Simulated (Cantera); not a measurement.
Cantera run, input and output.

```python
import numpy as np
import cantera as ct

gas = ct.Solution("gri30.yaml")
gas.TPX = 1300, 101325, {'N2O': 1, 'O2': 0.17}
inlet = ct.Reservoir(gas, clone=True)

reactor = ct.IdealGasConstPressureReactor(gas, energy="off", clone=False)
exhaust = ct.Reservoir(gas, clone=True)
tau = [1.3, 0.55, 0.24, 0.11, 0.047, 0.021, 0.0092, 0.0041, 0.0018, 0.00079, 0.00035][0]
for a, b in ((inlet, reactor), (reactor, exhaust)):
    ct.MassFlowController(a, b, mdot=lambda t: reactor.mass / tau)
net = ct.ReactorNet([reactor])
show = ['N2O', 'O2', 'NO', 'NO2', 'O', 'N2']

rows = []
print(f"{'tau/s':>10s}{'T/K':>9s}" + "".join(f"{s:>11s}" for s in show))
for tau in [1.3, 0.55, 0.24, 0.11, 0.047, 0.021, 0.0092, 0.0041, 0.0018, 0.00079, 0.00035]:
    net.initial_time = 0.0
    net.advance(30 * tau)
    before = gas.X
    net.advance(40 * tau)
    drift = np.max(np.abs(gas.X - before) / (gas.X + 1e-9))
    rows.append([gas.T, *gas[show].X, drift])
    print(f"{tau:10.3e}{gas.T:9.1f}" + "".join(f"{x:11.3e}" for x in gas[show].X))
```

Output:

```
     tau/s      T/K        N2O         O2         NO        NO2          O         N2
 1.300e+00   1300.0  1.498e-01  3.319e-01  4.821e-02  4.625e-04  3.583e-06  4.696e-01
 5.500e-01   1300.0  2.684e-01  2.968e-01  4.729e-02  4.482e-04  4.636e-06  3.870e-01
 2.400e-01   1300.0  4.211e-01  2.553e-01  3.902e-02  3.646e-04  5.586e-06  2.842e-01
 1.100e-01   1300.0  5.708e-01  2.165e-01  2.725e-02  2.495e-04  6.279e-06  1.852e-01
 4.700e-02   1300.0  7.005e-01  1.837e-01  1.539e-02  1.351e-04  6.762e-06  1.003e-01
 2.100e-02   1300.0  7.769e-01  1.646e-01  7.910e-03  6.400e-05  7.007e-06  5.051e-02
 9.200e-03   1300.0  8.185e-01  1.543e-01  3.718e-03  2.550e-05  7.127e-06  2.349e-02
 4.100e-03   1300.0  8.381e-01  1.494e-01  1.711e-03  8.782e-06  7.175e-06  1.075e-02
 1.800e-03   1300.0  8.473e-01  1.471e-01  7.621e-04  2.473e-06  7.186e-06  4.776e-03
 7.900e-04   1300.0  8.515e-01  1.461e-01  3.358e-04  5.914e-07  7.169e-06  2.104e-03
 3.500e-04   1300.0  8.533e-01  1.457e-01  1.481e-04  1.281e-07  7.116e-06  9.310e-04
```

Cantera simulation using GRI-Mech 3.0 (53 species, 325 reactions); the numbers are that mechanism's predictions, not measurements. GRI-Mech 3.0 was tuned for natural gas; its chemistry of N2O as a main component is partial and can be far from experiment. The mechanism lacks the step 2 NO + O2 → 2 NO2, which can matter for NO2 below about 1400 K. The temperature is held fixed by assumption; the heat of reaction is taken as removed at once.
